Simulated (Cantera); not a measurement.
**Pyrogenic steam for wet oxidation**

An isothermal, constant-pressure homogeneous reactor starts with 19.0 % H2, 15.5 % O2, 65.5 % N2, at 1100 K and 0.260 bar.

Computed with Cantera and the H2/O2 subset of GRI-Mech 3.0, which has no nitrogen chemistry. The temperature is held fixed by assumption; the heat of reaction is taken as removed at once.

| t (s) | x H2 | x O2 | x HO2 | x O | x H | x H2O |
|---|---|---|---|---|---|---|
| 2.00e-5 | 0.190 | 0.155 | 1.43e-9 | 2.95e-10 | 1.94e-9 | 9.88e-10 |
| 5.80e-5 | 0.190 | 0.155 | 6.01e-9 | 4.06e-9 | 2.36e-8 | 2.59e-8 |
| 0.000168 | 0.190 | 0.155 | 1.37e-6 | 2.37e-6 | 1.37e-5 | 1.75e-5 |
| 0.000489 | 0.0154 | 0.0739 | 2.80e-5 | 0.00523 | 0.0223 | 0.177 |
| 0.00142 | 0.00124 | 0.0661 | 1.76e-5 | 0.000249 | 0.000202 | 0.209 |
| 0.00411 | 0.000168 | 0.0658 | 5.39e-6 | 2.38e-5 | 6.58e-6 | 0.210 |
| 0.0119 | 2.06e-5 | 0.0658 | 9.68e-7 | 3.29e-6 | 3.48e-7 | 0.210 |
| 0.0346 | 2.02e-6 | 0.0658 | 1.51e-7 | 5.96e-7 | 2.19e-8 | 0.211 |
| 0.101 | 2.59e-7 | 0.0658 | 3.19e-8 | 1.44e-7 | 2.19e-9 | 0.211 |
| 0.292 | 6.01e-8 | 0.0658 | 9.23e-9 | 4.21e-8 | 3.32e-10 | 0.211 |
| 0.846 | 1.80e-8 | 0.0658 | 3.32e-9 | 1.36e-8 | 6.07e-11 | 0.211 |
| 2.46 | 6.17e-9 | 0.0658 | 1.77e-9 | 4.70e-9 | 1.27e-11 | 0.211 |
| 7.13 | 2.79e-9 | 0.0658 | 1.61e-9 | 1.92e-9 | 3.76e-12 | 0.211 |
| 20.7 | 2.16e-9 | 0.0658 | 1.72e-9 | 1.29e-9 | 2.41e-12 | 0.211 |
| 60.0 | 2.14e-9 | 0.0658 | 1.73e-9 | 1.26e-9 | 2.36e-12 | 0.211 |
x: mole fraction; the columns are a selection and need not sum to one.

Equilibrium at this temperature and pressure: H2 2.14e-9, O2 0.0658, HO2 1.73e-9, O 1.26e-9, H 2.36e-12, H2O 0.211 (gas phase only).
